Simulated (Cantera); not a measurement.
Low-pressure radical oxidation in H2/O2

A perfectly stirred reactor is fed with H₂ : O₂ = 0.084 : 1 (molar parts), at 170 Pa; it is held at 1473 K, and followed from long to short residence time.

Cantera simulation using GRI-Mech 3.0 (53 species, 325 reactions); the numbers are that mechanism's predictions, not measurements. Radical loss at walls, strong at low pressure, is not modelled. The temperature is held fixed by assumption; the heat of reaction is taken as removed at once.

| τ (s) | x H₂ | x O₂ | x OH | x H₂O | x HO₂ |
|---|---|---|---|---|---|
| 26 | 0.000464 | 0.905 | 0.00512 | 0.0763 | 1.77e-7 |
| 11 | 0.000733 | 0.897 | 0.00641 | 0.0744 | 2.16e-7 |
| 4.7 | 0.00107 | 0.887 | 0.00768 | 0.0720 | 2.49e-7 |
| 2.0 | 0.00141 | 0.877 | 0.00874 | 0.0694 | 2.71e-7 |
| 0.85 | 0.00169 | 0.869 | 0.00946 | 0.0673 | 2.83e-7 |
| 0.36 | 0.00191 | 0.863 | 0.00988 | 0.0658 | 2.89e-7 |
| 0.15 | 0.00217 | 0.861 | 0.0102 | 0.0649 | 2.93e-7 |
| 0.065 | 0.00262 | 0.860 | 0.0105 | 0.0640 | 2.95e-7 |
| 0.028 | 0.00359 | 0.861 | 0.0109 | 0.0625 | 2.99e-7 |
| 0.012 | 0.00573 | 0.863 | 0.0118 | 0.0597 | 3.05e-7 |
| 0.0050 | 0.0106 | 0.868 | 0.0129 | 0.0541 | 3.07e-7 |
x: mole fraction; the columns are a selection and need not sum to one.
